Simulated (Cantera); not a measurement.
Input (Python, Cantera):

```python
import numpy as np
import cantera as ct

gas = ct.Solution("gri30.yaml")


def delay(T, t_max=10):
    gas.TPX = T, 130000, {'CH4': 1, 'C2H6': 0.18, 'C3H8': 0.37, 'O2': 7.47, 'N2': 28.1}
    reactor = ct.IdealGasReactor(gas, clone=False)
    net = ct.ReactorNet([reactor])
    net.rtol, net.atol = 1e-8, 1e-16
    while net.time < t_max:
        t_old, T_old = net.time, reactor.T
        net.step()
        if reactor.T > T + 400:  # ignition: a rise of 400 K
            return t_old + (T + 400 - T_old) / (reactor.T - T_old) * (net.time - t_old)
    return np.nan


taus = []
for T in [1198, 1248, 1298, 1348, 1398, 1448, 1498, 1548]:
    taus.append(delay(T))
    print(f"T0 = {T:6g} K   tau = {taus[-1]:.4e} s")
```

Output:

```
T0 =   1198 K   tau = 2.8490e-03 s
T0 =   1248 K   tau = 1.3224e-03 s
T0 =   1298 K   tau = 6.5027e-04 s
T0 =   1348 K   tau = 3.4110e-04 s
T0 =   1398 K   tau = 1.9118e-04 s
T0 =   1448 K   tau = 1.1426e-04 s
T0 =   1498 K   tau = 7.2494e-05 s
T0 =   1548 K   tau = 4.8545e-05 s
```

Detailed kinetics in Cantera: GRI-Mech 3.0 (53 species, 325 reactions). GRI-Mech 3.0 was tuned for natural gas; its chemistry of propane as a main component is partial and can be far from experiment.
